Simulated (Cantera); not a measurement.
Feed: 1 mol HgO, 0.23 mol O₂, 8.4 mol H₂, held at 0.188 Torr.

These are equilibrium values from Cantera (NASA tables, ideal gas, pure condensed phases), not measurements of a reactor. Candidate condensed phases: H₂O, Hg, HgO; 10 gas species. Equilibrium is a limit: real reactors are often held back by kinetics, nucleation or transport. All values below are at 1275 K.

Base state: H₂ 0.738, H₂O 0.155, Hg 0.106, H 4.01e-5 (mole fractions); condensed: gas only.

What changes in the equilibrium state with this change: HgO replaced by Hg?


```tsv
species	before	after
H₂	0.738	0.845
Hg	0.106	0.106
H₂O	0.155	0.0489
H	4.01e-5	4.28e-5
```
